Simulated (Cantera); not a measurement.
Mixture: CH₄ : CO : O₂ : N₂ = 1 : 0.31 : 4.14 : 15.6 (molar parts), at 2.10 bar, adiabatic and at constant volume. Ignition delay is the time to a rise of 400 K.

Cantera simulation using GRI-Mech 3.0 (53 species, 325 reactions); the numbers are that mechanism's predictions, not measurements.

Task: What does this change do: pressure from 2.10 bar to 1.00 bar?

Result: 
```json
[
 {"quantity": "delay at 1100 K", "before": "81.5 ms", "after": "0.160 s"},
 {"quantity": "delay at 1300 K", "before": "4.56 ms", "after": "8.15 ms"},
 {"quantity": "delay at 1500 K", "before": "0.495 ms", "after": "0.887 ms"},
 {"quantity": "delay at 1700 K", "before": "99.3 µs", "after": "0.190 ms"},
 {"quantity": "apparent activation energy between 1600 and 1800 K", "before": "160 kJ/mol", "after": "160 kJ/mol"}
]
```

Task: What does this change do: N2 15.6 to 21 parts?

Result: 
```csv
quantity,before,after
delay at 1100 K,81.5 ms,0.105 s
delay at 1300 K,4.56 ms,5.92 ms
delay at 1500 K,0.495 ms,0.625 ms
delay at 1700 K,99.3 µs,0.121 ms
apparent activation energy between 1600 and 1800 K,160 kJ/mol,170 kJ/mol
```
